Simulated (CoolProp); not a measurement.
Properties of C2F6 (R116) along the isotherm 7.25 °C.

Model: reference Helmholtz-energy equation of state, Lemmon 2006, in CoolProp. It is a short technical equation, of lower accuracy than the large ones.

```tsv
p (MPa)	phase	density (kg/m³)	isothermal compressibility (1/MPa)
0.0482	gas	2.871	20.88
0.0727	gas	4.344	13.88
0.11	gas	6.605	9.222
0.165	gas	9.979	6.194
0.25	gas	15.30	4.138
0.377	gas	23.48	?
0.568	gas	36.41	1.917
0.857	gas	57.65	?
1.29	gas	?	?
1.95	gas	?	0.9390
2.94	liquid	1097	0.04482
4.44	liquid	1153	0.02598
6.7	liquid	?	0.01657
10.1	liquid	1264	?
15.2	liquid	1324	0.007465
```

### Question
Some entries are withheld; supply them.

### Answer

- 0.377, isothermal compressibility (1/MPa): 2.797
- 0.857, isothermal compressibility (1/MPa): 1.345
- 1.29, density (kg/m³): 94.66
- 1.29, isothermal compressibility (1/MPa): 1.003
- 1.95, density (kg/m³): 174.8
- 6.7, density (kg/m³): 1208
- 10.1, isothermal compressibility (1/MPa): 0.01101
